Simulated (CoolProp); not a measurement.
Vapour pressure (MPa) of fluorine: the reference equation beside estimates from Tc = 144.4 K, pc = 5.240 MPa, ω = 0.045.

Values from CoolProp's reference Helmholtz-energy equation of state, de Reuck 1990.

```json
[
 {"T (K)": "114.1", "reference": "1.156", "Redlich-Kwong": "1.178", "Soave-Redlich-Kwong": "1.174"},
 {"T (K)": "116.1", "reference": "1.305", "Redlich-Kwong": "1.334", "Soave-Redlich-Kwong": "1.326"},
 {"T (K)": "118.1", "reference": "1.467", "Redlich-Kwong": "1.504", "Soave-Redlich-Kwong": "1.491"},
 {"T (K)": "120", "reference": "1.634", "Redlich-Kwong": "1.678", "Soave-Redlich-Kwong": "1.662"},
 {"T (K)": "122", "reference": "1.824", "Redlich-Kwong": "1.875", "Soave-Redlich-Kwong": "1.856"},
 {"T (K)": "124", "reference": "2.030", "Redlich-Kwong": "2.088", "Soave-Redlich-Kwong": "2.065"},
 {"T (K)": "126", "reference": "2.252", "Redlich-Kwong": "2.316", "Soave-Redlich-Kwong": "2.290"},
 {"T (K)": "127.9", "reference": "2.478", "Redlich-Kwong": "2.548", "Soave-Redlich-Kwong": "2.520"},
 {"T (K)": "129.9", "reference": "2.734", "Redlich-Kwong": "2.808", "Soave-Redlich-Kwong": "2.779"},
 {"T (K)": "131.9", "reference": "3.009", "Redlich-Kwong": "3.086", "Soave-Redlich-Kwong": "3.056"},
 {"T (K)": "133.9", "reference": "3.303", "Redlich-Kwong": "3.381", "Soave-Redlich-Kwong": "3.352"},
 {"T (K)": "135.8", "reference": "3.602", "Redlich-Kwong": "3.678", "Soave-Redlich-Kwong": "3.650"},
 {"T (K)": "137.8", "reference": "3.938", "Redlich-Kwong": "4.009", "Soave-Redlich-Kwong": "3.984"},
 {"T (K)": "139.8", "reference": "4.298", "Redlich-Kwong": "4.358", "Soave-Redlich-Kwong": "4.339"}
]
```

Absolute difference from the reference over all 14 rows, mean and median: Redlich-Kwong 2.4 and 2.5 %, Soave-Redlich-Kwong 1.5 and 1.6 %.
